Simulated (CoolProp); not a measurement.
Vapour-liquid equilibrium of CF4 (R14) (1) + ethane (2) at -86.65 °C; x and y are mole fractions of (1).

Computed with CoolProp (multi-fluid Helmholtz-energy mixture model, Platzer 1990 and Bücker 2006; pair parameters Bell 2016). This equation is an older, rougher fit; its heat capacities, sound speeds and derivatives of the liquid may be far off and weren't checked against measurements.

| x | bubble pressure, mixture model (MPa) | bubble pressure, Raoult's law (MPa) | y, mixture model | y, Raoult's law |
|---|---|---|---|---|
| 0.05 | 0.3342 | 0.1530 | 0.660 | 0.303 |
| 0.125 | 0.5351 | 0.2141 | 0.788 | 0.541 |
| 0.2 | 0.6369 | 0.2751 | 0.823 | 0.673 |
| 0.275 | 0.6863 | 0.3362 | 0.838 | 0.758 |
| 0.35 | 0.7112 | 0.3972 | 0.845 | 0.816 |
| 0.425 | 0.7268 | 0.4583 | 0.850 | 0.859 |
| 0.5 | 0.7413 | 0.5193 | 0.855 | 0.892 |
| 0.575 | 0.7585 | 0.5804 | 0.862 | 0.918 |
| 0.65 | 0.7800 | 0.6414 | 0.873 | 0.939 |
| 0.725 | 0.8061 | 0.7025 | 0.888 | 0.956 |
| 0.8 | 0.8363 | 0.7635 | 0.908 | 0.971 |
| 0.875 | 0.8694 | 0.8246 | 0.935 | 0.983 |
| 0.95 | 0.9038 | 0.8856 | 0.971 | 0.994 |

The largest gap from Raoult's law is +149.9 % in bubble pressure, at x = 0.125. No azeotrope shows between x = 0.05 and 0.95.

Pair parameters are fitted to limited data, so mixtures are less certain than the pure fluids. With so large a gap from Raoult's law the liquid may split in two, which this calculation doesn't test in full.
